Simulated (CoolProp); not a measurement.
Properties of sulfur dioxide along the isotherm 315.4 K (Tc = 430.6 K, pc = 7887 kPa, ω = 0.256).

Model: reference Helmholtz-energy equation of state, Gao 2016, in CoolProp.

| p (kPa) | phase | Z | cp (kJ/(kg K)) | speed of sound (m/s) | isothermal compressibility (1/MPa) | expansivity (1/kK) |
|---|---|---|---|---|---|---|
| 2190 | liquid | 0.04051 | 1.416 | 811.3 | 0.002020 | 2.271 |
| 4380 | liquid | 0.08066 | 1.406 | 826.6 | 0.001927 | 2.207 |
| 6570 | liquid | 0.1205 | 1.397 | 841.3 | 0.001844 | 2.150 |
| 8760 | liquid | 0.1600 | 1.388 | 855.3 | 0.001769 | 2.097 |
| 11000 | liquid | 0.2002 | 1.380 | 869.1 | 0.001699 | 2.047 |
| 13100 | liquid | 0.2376 | 1.373 | 881.5 | 0.001640 | 2.004 |
| 15300 | liquid | 0.2765 | 1.367 | 894.0 | 0.001582 | 1.961 |
| 17500 | liquid | 0.3151 | 1.360 | 906.1 | 0.001529 | 1.922 |
| 19700 | liquid | 0.3536 | 1.354 | 917.8 | 0.001480 | 1.885 |
